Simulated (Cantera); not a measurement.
# Formation from one mole of O2

Source: NASA polynomial tables (part measured, part estimated), evaluated in Cantera. Values are per mole of reaction as written; species without (g) are pure solids or liquids, kept so even where they would boil at 1 bar.

1.143 Ti + O2(g) ⇌ 0.2857 Ti4O7

```tsv
T (K)	ΔH° (kJ)	ΔS° (J/K)	ΔG° (kJ)	log10 K	condensed phases
300	-972.7	-183.5	-917.7	159.78	Ti(α), Ti4O7(s)
1050	-964.2	-170.3	-785.4	39.07	Ti(α), Ti4O7(s)
1125	-963.7	-169.9	-772.6	35.87	Ti(α), Ti4O7(s)
1200	-967.3	-173.0	-759.7	33.07	Ti(β), Ti4O7(s)
1275	-966.0	-171.9	-746.8	30.59	Ti(β), Ti4O7(s)
1350	-964.7	-171.0	-733.9	28.40	Ti(β), Ti4O7(s)
```

2 H2(g) + O2(g) ⇌ 2 H2O(g)

```csv
T (K),ΔH° (kJ),ΔS° (J/K),ΔG° (kJ),log10 K
300,-483.7,-89.0,-457.0,79.57
1050,-496.3,-111.2,-379.6,18.88
1125,-497.2,-112.0,-371.2,17.24
1200,-498.0,-112.6,-362.8,15.79
1275,-498.7,-113.2,-354.3,14.52
1350,-499.3,-113.7,-345.8,13.38
```

1.333 B + O2(g) ⇌ 0.6667 B2O3(g)

```
T (K)  ΔH° (kJ)  ΔS° (J/K)  ΔG° (kJ)  log10 K
-----  --------  ---------  --------  -------
300      -557.3      -23.7    -550.2    95.80
1050     -559.6      -27.0    -531.3    26.43
1125     -560.0      -27.3    -529.3    24.57
1200     -560.3      -27.6    -527.2    22.95
1275     -560.7      -27.9    -525.1    21.51
1350     -561.1      -28.2    -523.0    20.24
```
